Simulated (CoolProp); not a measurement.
Vapour-liquid equilibrium of propylene (1) + n-hexane (2) at 3.45 °C; x and y are mole fractions of (1).

The numbers come from the multi-fluid Helmholtz-energy mixture model, Lemmon 2013 and Thol 2019; pair parameters Bell 2016 in CoolProp.

| x | bubble pressure, mixture model (MPa) | bubble pressure, Raoult's law (MPa) | y, mixture model | y, Raoult's law |
|---|---|---|---|---|
| 0.05 | 0.05453 | 0.03921 | 0.869 | 0.824 |
| 0.125 | 0.1093 | 0.08716 | 0.937 | 0.927 |
| 0.2 | 0.1532 | 0.1351 | 0.957 | 0.957 |
| 0.275 | 0.1922 | 0.1831 | 0.967 | 0.971 |
| 0.35 | 0.2298 | 0.2310 | 0.974 | 0.980 |
| 0.425 | 0.2681 | 0.2790 | 0.979 | 0.985 |
| 0.5 | 0.3086 | 0.3269 | 0.984 | 0.989 |
| 0.575 | 0.3519 | 0.3749 | 0.987 | 0.992 |
| 0.65 | 0.3984 | 0.4228 | 0.990 | 0.994 |
| 0.725 | 0.4479 | 0.4708 | 0.993 | 0.996 |
| 0.8 | 0.5001 | 0.5187 | 0.995 | 0.997 |
| 0.875 | 0.5541 | 0.5667 | 0.997 | 0.998 |
| 0.95 | 0.6093 | 0.6146 | 0.999 | 0.999 |

The largest gap from Raoult's law is +39.1 % in bubble pressure, at x = 0.05. No azeotrope shows between x = 0.05 and 0.95.

Pair parameters are fitted to limited data, so mixtures are less certain than the pure fluids. The gap from Raoult's law changes sign with composition, which may be real or a fault of the pair parameters; it wasn't checked against measurements.
